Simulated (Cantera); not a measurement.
**Moist CO burnout**

An isothermal, constant-pressure homogeneous reactor starts with CO : O2 : H2O : N2 = 0.0082 : 0.0044 : 0.00079 : 1 (molar parts), at 1173 K and 0.503 atm.

Computed with Cantera and GRI-Mech 3.0 (53 species, 325 reactions).

```csv
t (s),x CO,x O2,x H2O,x O,x NO
9.00e-6,0.00809,0.00434,0.000780,5.13e-12,<1e-12
3.13e-5,0.00809,0.00434,0.000780,1.78e-11,<1e-12
0.000109,0.00809,0.00434,0.000780,6.17e-11,<1e-12
0.000377,0.00809,0.00434,0.000780,2.13e-10,<1e-12
0.00131,0.00809,0.00434,0.000780,7.54e-10,<1e-12
0.00455,0.00809,0.00434,0.000780,4.08e-9,<1e-12
0.0158,0.00809,0.00434,0.000780,3.28e-7,<1e-12
0.0549,0.00420,0.00233,0.000604,0.000288,4.32e-7
0.191,0.000501,0.000551,0.000741,2.43e-5,1.05e-6
0.663,8.88e-5,0.000341,0.000775,3.18e-6,1.08e-6
2.30,1.29e-5,0.000303,0.000781,4.26e-7,1.09e-6
8.00,1.45e-6,0.000297,0.000782,5.18e-8,1.09e-6
```
x: mole fraction; the columns are a selection and need not sum to one.

Equilibrium at this temperature and pressure: CO 6.08e-9, O2 0.000294, H2O 0.000783, O 3.38e-10, NO 6.68e-6 (gas phase only).
